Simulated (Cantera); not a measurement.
Charge: 1 mol Si₃N₄, 0.42 mol H₂O, 110 mol H₂, equilibrated at 2023 K and 4.20 Torr.

Equilibrium computed with Cantera from the NASA thermochemical tables; the gas is ideal and each condensed phase is pure. Candidate condensed phases: H₂O, Si, SiO₂, Si₂N₂O, Si₃N₄; 35 gas species. The tables' values for SiN are old estimates; treat these amounts as uncertain. Gases not in the tables: Si₂H₆ and higher silanes. The numbers say what is thermodynamically allowed, not how fast it happens.

Base state: H₂ 0.943, H 0.0247, N₂ 0.0173, Si 0.0102, SiO 0.00364, SiH 0.000475, SiH₂ 0.000114, Si₂ 0.000111 (mole fractions); condensed: Si(l).

Task: What changes in the equilibrium state with this change: Si₃N₄ replaced by Si?

Result: 
```json
[
 {"species": "H₂", "before": "0.943", "after": "0.966"},
 {"species": "H", "before": "0.0247", "after": "0.0249"},
 {"species": "Si", "before": "0.0102", "after": "0.00480"},
 {"species": "N₂", "before": "0.0173", "after": "0"},
 {"species": "Si₂N", "before": "3.17e-5", "after": "0"},
 {"species": "SiN", "before": "2.47e-5", "after": "0"},
 {"species": "Si₃", "before": "2.36e-5", "after": "2.49e-6"},
 {"species": "Si(l), mol", "before": "1.29", "after": "0"}
]
```
